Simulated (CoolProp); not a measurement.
Vapour-liquid equilibrium of R143a (1) + dimethyl ether (2) at 188.2 K; x and y are mole fractions of (1).

Computed with CoolProp (multi-fluid Helmholtz-energy mixture model, Lemmon and Jacobsen 2000 and Wu 2011; pair parameters Bell 2016).

Task: Give the bubble pressure and the first vapour's composition at x = 0.125, 0.2, 0.65. Is there an azeotrope?

Result: x = 0.125: 0.04092 bar, y = 0.418; x = 0.2: 0.04837 bar, y = 0.546; x = 0.65: 0.08518 bar, y = 0.874. No azeotrope shows between x = 0.05 and 0.95.

Pair parameters are fitted to limited data, so mixtures are less certain than the pure fluids.
